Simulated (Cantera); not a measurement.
An isothermal, constant-pressure homogeneous reactor starts with H2 : O2 = 0.24 : 1 (molar parts), equivalence ratio 0.12, at 1175 K and 0.00957 atm.

Cantera simulation using the H2/O2 subset of GRI-Mech 3.0, which has no nitrogen chemistry; the numbers are that mechanism's predictions, not measurements. Radical loss at walls, strong at low pressure, is not modelled. The temperature is held fixed by assumption; the heat of reaction is taken as removed at once.

x: mole fraction; the columns are a selection and need not sum to one.

```json
[
 {"t (s)": "9.00e-6", "x H2": "0.194", "x O2": "0.806", "x HO2": "5.79e-10", "x H2O": "3.70e-12", "x O": "3.07e-11", "x H2O2": "<1e-12", "x OH": "2.89e-11"},
 {"t (s)": "3.69e-5", "x H2": "0.194", "x O2": "0.806", "x HO2": "2.38e-9", "x H2O": "2.00e-10", "x O": "4.46e-10", "x H2O2": "<1e-12", "x OH": "3.59e-10"},
 {"t (s)": "0.000152", "x H2": "0.194", "x O2": "0.806", "x HO2": "9.77e-9", "x H2O": "8.96e-9", "x O": "6.44e-9", "x H2O2": "6.74e-12", "x OH": "4.00e-9"},
 {"t (s)": "0.000622", "x H2": "0.194", "x O2": "0.806", "x HO2": "4.37e-8", "x H2O": "1.96e-6", "x O": "7.85e-7", "x H2O2": "1.16e-10", "x OH": "4.53e-7"},
 {"t (s)": "0.00255", "x H2": "0.0132", "x O2": "0.702", "x HO2": "6.38e-6", "x H2O": "0.141", "x O": "0.0637", "x H2O2": "2.48e-7", "x OH": "0.0103"},
 {"t (s)": "0.0105", "x H2": "0.00659", "x O2": "0.724", "x HO2": "6.89e-6", "x H2O": "0.171", "x O": "0.0510", "x H2O2": "2.30e-7", "x OH": "0.00785"},
 {"t (s)": "0.0430", "x H2": "0.00180", "x O2": "0.771", "x HO2": "6.29e-6", "x H2O": "0.205", "x O": "0.0124", "x H2O2": "(withheld)", "x OH": "0.00417"},
 {"t (s)": "0.176", "x H2": "0.000105", "x O2": "0.785", "x HO2": "1.75e-6", "x H2O": "0.213", "x O": "0.000716", "x H2O2": "(withheld)", "x OH": "0.00101"},
 {"t (s)": "0.724", "x H2": "7.41e-6", "x O2": "0.786", "x HO2": "2.15e-7", "x H2O": "0.214", "x O": "5.14e-5", "x H2O2": "(withheld)", "x OH": "0.000272"},
 {"t (s)": "2.97", "x H2": "9.45e-7", "x O2": "0.786", "x HO2": "3.43e-8", "x H2O": "0.214", "x O": "6.68e-6", "x H2O2": "(withheld)", "x OH": "9.79e-5"},
 {"t (s)": "12.2", "x H2": "1.69e-7", "x O2": "0.786", "x HO2": "1.03e-8", "x H2O": "0.214", "x O": "1.21e-6", "x H2O2": "(withheld)", "x OH": "4.16e-5"},
 {"t (s)": "50.0", "x H2": "3.86e-8", "x O2": "0.786", "x HO2": "9.75e-9", "x H2O": "0.214", "x O": "2.77e-7", "x H2O2": "6.54e-10", "x OH": "1.99e-5"}
]
```

Task: Some entries are withheld; supply them.

Result: 
- 0.0430, x H2O2: 2.99e-7
- 0.176, x H2O2: 1.42e-7
- 0.724, x H2O2: 3.63e-8
- 2.97, x H2O2: 9.13e-9
- 12.2, x H2O2: 2.33e-9
